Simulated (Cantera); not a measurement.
Adiabatic ignition

An adiabatic, constant-volume homogeneous reactor starts with CH4 : C2H6 : O2 : N2 = 1 : 0.14 : 1.04 : 8.76 (molar parts), equivalence ratio 2.4, at 1298 K and 3.10 bar.

Model: GRI-Mech 3.0 (53 species, 325 reactions), integrated in Cantera.

| t (s) | T (K) | P (bar) | x CH4 | x C2H6 | x O2 | x CH3 | x C2H | x H2O2 |
|---|---|---|---|---|---|---|---|---|
| 9.00e-6 | 1298 | 3.10 | 0.0914 | 0.0128 | 0.0951 | 4.05e-6 | <1e-12 | 2.45e-9 |
| 2.45e-5 | 1298 | 3.10 | 0.0914 | 0.0128 | 0.0951 | 1.04e-5 | <1e-12 | 3.38e-8 |
| 6.66e-5 | 1298 | 3.10 | 0.0914 | 0.0128 | 0.0950 | 2.40e-5 | <1e-12 | 3.83e-7 |
| 0.000181 | 1298 | 3.10 | 0.0913 | 0.0126 | 0.0949 | 4.82e-5 | <1e-12 | 2.11e-6 |
| 0.000493 | 1302 | 3.11 | 0.0904 | 0.0120 | 0.0941 | 6.75e-5 | <1e-12 | 4.92e-6 |
| 0.00134 | 1380 | 3.33 | 0.0790 | 0.00693 | 0.0827 | 0.000228 | 5.86e-11 | 2.34e-5 |
| 0.00365 | 2069 | 5.51 | 0.00233 | 6.35e-7 | 1.34e-8 | 0.000154 | 6.79e-7 | 5.89e-11 |
| 0.00993 | 2058 | 5.56 | 0.00118 | 1.31e-7 | 7.38e-9 | 6.61e-5 | 1.54e-7 | 3.00e-11 |
| 0.0270 | 2051 | 5.58 | 0.000190 | 3.10e-9 | 5.35e-9 | 9.73e-6 | 6.79e-9 | 2.13e-11 |
| 0.0735 | 2050 | 5.58 | 1.17e-7 | <1e-12 | 5.20e-9 | 5.93e-9 | <1e-12 | 2.08e-11 |
| 0.200 | 2050 | 5.58 | 4.61e-9 | <1e-12 | 5.20e-9 | 2.34e-10 | <1e-12 | 2.08e-11 |
x: mole fraction; the columns are a selection and need not sum to one.

| Property | Result |
|---|---|
| time of steepest temperature rise | 1.65 ms |
| temperature at 0.200 s | 2050 K |
| equilibrium temperature | 2050 K |
| x(CH4) at 0.200 s | 4.61e-9 (gas-phase equilibrium 4.88e-9) |
| x(C2H6) at 0.200 s | <1e-12 (gas-phase equilibrium <1e-12) |
| x(O2) at 0.200 s | 5.20e-9 (gas-phase equilibrium 5.20e-9) |
